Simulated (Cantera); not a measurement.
Input (Python, Cantera):

```python
import numpy as np
import cantera as ct

gas = ct.Solution("gri30.yaml")


def delay(T, t_max=10):
    gas.TPX = T, 100000, {'CH4': 1, 'H2': 1.1, 'O2': 1.96, 'N2': 7.38}
    reactor = ct.IdealGasConstPressureReactor(gas, clone=False)
    net = ct.ReactorNet([reactor])
    net.rtol, net.atol = 1e-8, 1e-16
    while net.time < t_max:
        t_old, T_old = net.time, reactor.T
        net.step()
        if reactor.T > T + 400:  # ignition: a rise of 400 K
            return t_old + (T + 400 - T_old) / (reactor.T - T_old) * (net.time - t_old)
    return np.nan


taus = []
for T in [1075, 1125, 1175, 1225, 1275, 1325, 1375, 1425, 1475, 1525]:
    taus.append(delay(T))
    print(f"T0 = {T:6g} K   tau = {taus[-1]:.4e} s")
```

Output:

```
T0 =   1075 K   tau = 3.0372e-03 s
T0 =   1125 K   tau = 1.8604e-03 s
T0 =   1175 K   tau = 1.1867e-03 s
T0 =   1225 K   tau = 7.8078e-04 s
T0 =   1275 K   tau = 5.2824e-04 s
T0 =   1325 K   tau = 3.6708e-04 s
T0 =   1375 K   tau = 2.6183e-04 s
T0 =   1425 K   tau = 1.9151e-04 s
T0 =   1475 K   tau = 1.4341e-04 s
T0 =   1525 K   tau = 1.0970e-04 s
```

Model: GRI-Mech 3.0 (53 species, 325 reactions), integrated in Cantera.
